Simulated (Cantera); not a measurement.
What does this Cantera script print?

```python
import numpy as np
import cantera as ct

gas_names = [...]  # 118 gases of nasa_gas.yaml made of C, Cl, F, H
cond_names = """
    C(gr) C6H6(L) C7H8(L) C8H18(L),n-octa
""".split()


# ... load() reads the species with a 1 bar reference pressure and builds the phases ...
atoms = {
    'CH3F': {'C': 1, 'H': 3, 'F': 1},
    'F2': {'F': 2},
    'H2': {'H': 2},
    'HCl': {'H': 1, 'CL': 1},
}
top_T = {'C(gr)': 4500}  # K; cautious upper limits of use, not melting points


# ... equilibrate(T, P, feed) seeds the gas with the atoms and calls Mixture.equilibrate('TP', solver="vcs", rtol=1e-11, max_steps=5000) ...
results = []
feed = {'CH3F': 1, 'F2': 0.13, 'H2': 4.4, 'HCl': 1.6}  # mol
T = 3148.15  # K
for P in [1, 3.6, 13, 46, 170, 600, 2200, 7700, 28000, 100000]:
    mix = equilibrate(T, P, feed)
    results.append((T, P, feed, dict(zip(mix.species_names, mix.species_moles))))
    x = sorted(zip(gas.X, gas.species_names), reverse=True)
    print(f"T = {T:g} K  P = {P:g} Pa  gas = {mix.phase_moles(0):.4g} mol")
    print("   x: " + "  ".join(f"{s} {v:.3e}" for v, s in x if v > 0.0001))
    print("   condensed (mol): " + ("  ".join(f"{mix.phase(i).name} {mix.phase_moles(i):.4g}"
          for i in range(1, mix.n_phases) if mix.phase_moles(i) > 1e-12) or "none"))
```

Output:

```
T = 3148.15 K  P = 1 Pa  gas = 17.23 mol
   x: H 7.761e-01  CL 9.282e-02  F 7.190e-02  C 5.772e-02  HF 1.175e-03  C2 1.297e-04  H2 1.014e-04
   condensed (mol): none
T = 3148.15 K  P = 3.6 Pa  gas = 17.17 mol
   x: H 7.755e-01  CL 9.311e-02  F 6.920e-02  C 5.707e-02  HF 4.069e-03  C2 4.563e-04  H2 3.646e-04  CF 1.135e-04
   condensed (mol): none
T = 3148.15 K  P = 13 Pa  gas = 16.97 mol
   x: H 7.740e-01  CL 9.407e-02  F 6.100e-02  C 5.406e-02  HF 1.293e-02  C2 1.479e-03  H2 1.312e-03  C3 5.119e-04  CF 3.422e-04  HCL 2.361e-04
   condensed (mol): none
T = 3148.15 K  P = 46 Pa  gas = 16.46 mol
   x: H 7.716e-01  CL 9.638e-02  F 4.342e-02  C 4.321e-02  HF 3.246e-02  H2 4.612e-03  C2 3.343e-03  C3 3.273e-03  HCL 8.533e-04  CF 6.889e-04  C2H 1.594e-04
   condensed (mol): none
T = 3148.15 K  P = 170 Pa  gas = 15.64 mol
   x: H 7.609e-01  CL 9.907e-02  HF 5.837e-02  C 2.544e-02  F 2.143e-02  H2 1.657e-02  C3 9.124e-03  C2 4.282e-03  HCL 3.197e-03  C2H 7.442e-04  CF 7.397e-04
   condensed (mol): none
T = 3148.15 K  P = 600 Pa  gas = 14.64 mol
   x: H 7.192e-01  CL 9.864e-02  HF 7.706e-02  H2 5.227e-02  C3 1.382e-02  C 1.260e-02  HCL 1.062e-02  F 8.478e-03  C2 3.709e-03  C2H 2.150e-03  C2H2,acetylene 7.434e-04  CF 5.117e-04
   condensed (mol): none
T = 3148.15 K  P = 2200 Pa  gas = 13.08 mol
   x: H 6.103e-01  H2 1.380e-01  HF 9.275e-02  CL 9.162e-02  HCL 3.069e-02  C3 1.502e-02  C 5.449e-03  C2H2,acetylene 4.934e-03  C2H 4.587e-03  F 3.279e-03  C2 2.542e-03  CF 3.138e-04  C5 1.609e-04  CH 1.069e-04
   condensed (mol): none
T = 3148.15 K  P = 7700 Pa  gas = 11.3 mol
   x: H 4.479e-01  H2 2.602e-01  HF 1.098e-01  CL 7.603e-02  HCL 6.541e-02  C2H2,acetylene 1.728e-02  C3 1.086e-02  C2H 6.253e-03  C 2.122e-03  F 1.511e-03  C2 1.349e-03  C4H2 4.790e-04  C5 2.162e-04  CF 1.971e-04  C2HCL 1.142e-04  CH 1.069e-04
   condensed (mol): none
T = 3148.15 K  P = 28000 Pa  gas = 9.892 mol
   x: H2 3.802e-01  H 2.839e-01  HF 1.265e-01  HCL 1.073e-01  CL 5.413e-02  C2H2,acetylene 3.385e-02  C2H 5.315e-03  C3 4.638e-03  C4H2 1.258e-03  F 7.554e-04  C 6.757e-04  C2 4.976e-04  C2HCL 2.512e-04  C2H2,vinylidene 1.477e-04  C5 1.237e-04  CF 1.141e-04
   condensed (mol): none
T = 3148.15 K  P = 100000 Pa  gas = 9.073 mol
   x: H2 4.672e-01  H 1.666e-01  HCL 1.418e-01  HF 1.384e-01  C2H2,acetylene 4.376e-02  CL 3.414e-02  C2H 3.279e-03  C4H2 1.711e-03  C3 1.401e-03  F 3.945e-04  C2HCL 3.492e-04  C 1.940e-04  C2H2,vinylidene 1.909e-04  C2 1.465e-04
   condensed (mol): C(gr) 0.02262
```

These are equilibrium values from Cantera (NASA tables, ideal gas, pure condensed phases), not measurements of a reactor.
